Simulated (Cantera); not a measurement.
**Low-pressure radical oxidation in H2/O2**

An isothermal, constant-pressure homogeneous reactor starts with H2 : O2 : N2 : H2O = 0.12 : 1 : 2.8 : 0.017 (molar parts), at 1450 K and 1330 Pa.

Model: the H2/O2 subset of GRI-Mech 3.0, which has no nitrogen chemistry, integrated in Cantera. Radical loss at walls, strong at low pressure, is not modelled.

```
t (s)         x H2   x O2       x O    x HO2      x OH
--------  --------  -----  --------  -------  --------
0.000600    0.0305  0.254   1.19e-6  2.11e-7   1.03e-6
0.00165     0.0281  0.252  0.000929  5.92e-7  0.000768
0.00456    0.00109  0.231    0.0183  6.02e-7   0.00379
0.0126     0.00105  0.231    0.0176  5.98e-7   0.00373
0.0346    0.000967  0.232    0.0160  5.87e-7   0.00358
0.0955    0.000770  0.234    0.0123  5.55e-7   0.00321
0.263     0.000432  0.238   0.00660  4.60e-7   0.00242
0.726     0.000133  0.241   0.00198  2.63e-7   0.00135
2.00       2.56e-5  0.242  0.000374  8.94e-8  0.000595
```
x: mole fraction; the columns are a selection and need not sum to one.

Equilibrium at this temperature and pressure: H2 5.92e-7, O2 0.242, O 8.62e-6, HO2 3.02e-8, OH 9.07e-5 (gas phase only).
